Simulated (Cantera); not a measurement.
Input: 1 mol Al, 0.24 mol O2, 4.6 mol H2, held at 2000 Pa.

Method: chemical equilibrium by Gibbs-energy minimisation in Cantera with the NASA 1993 tables (ideal gas, pure condensed phases). Candidate condensed phases: Al, Al2O3, H2O; 19 gas species. Mutual solubility and eutectic melting of coexisting phases are not modelled. Kinetics and transport are ignored.

At 1675 K, list the 4 most abundant gas species with their mole fractions, and the condensed phases.

H2 0.979, Al2O 0.0106, Al 0.00865, H 0.000812. Condensed: Al(l) + Al2O3(s).
